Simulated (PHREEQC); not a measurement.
Consider water at 30 °C with 0.13 mol KH2PO4 per kg of water. Closed to the air; pH follows from the charge balance.

Equilibrium calculation in PHREEQC: ion-association model, phreeqc.dat.

```csv
quantity,before,after
pH,4.45,4.38
H3PO4 (mol/kgw),0.000529,0.00115
KHPO4- (mol/kgw),4.41e-5,0.000138
PO4-3 (mol/kgw),3.47e-11,8.86e-11
```

Question: Which change was made?
A. KH2PO4 from 0.13 to 0.195 mol/kgw
B. temperature from 30 to 85 °C
C. KH2PO4 from 0.13 to 0.26 mol/kgw
D. KH2PO4 from 0.13 to 0.143 mol/kgw

Answer: C, KH2PO4 from 0.13 to 0.26 mol/kgw

This is a speciation only: nothing precipitates in the calculation.
